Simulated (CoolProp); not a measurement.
R1132(E) along the isotherm 126.85 °C: Z from the reference equation and from simpler models built on Tc = 75.7 °C, pc = 5.174 MPa, ω = 0.245; each cubic takes its own stable root.

Values from CoolProp's reference Helmholtz-energy equation of state, Akasaka 2024.

```
p (MPa)          phase  reference  Pitzer virial  van der Waals  Redlich-Kwong  Peng-Robinson
-------  -------------  ---------  -------------  -------------  -------------  -------------
0.722              gas     0.9695         0.9701         0.9698         0.9677         0.9656
1.44               gas     0.9382              …         0.9382         0.9346         0.9309
2.17               gas     0.9054         0.9102         0.9045              …         0.8951
2.89               gas     0.8718         0.8803         0.8691         0.8643         0.8592
3.61               gas     0.8370         0.8505         0.8315         0.8274         0.8228
4.33               gas     0.8010         0.8207         0.7909         0.7890         0.7859
5.06               gas     0.7631         0.7905              …         0.7485         0.7481
5.78     supercritical     0.7244         0.7607         0.6978         0.7070         0.7109
6.5      supercritical          …         0.7309         0.6444         0.6644         0.6740
```

Some entries are withheld; supply them.


- 1.44, Pitzer virial: 0.9404
- 2.17, Redlich-Kwong: 0.8998
- 5.06, van der Waals: 0.7462
- 6.5, reference: 0.6845
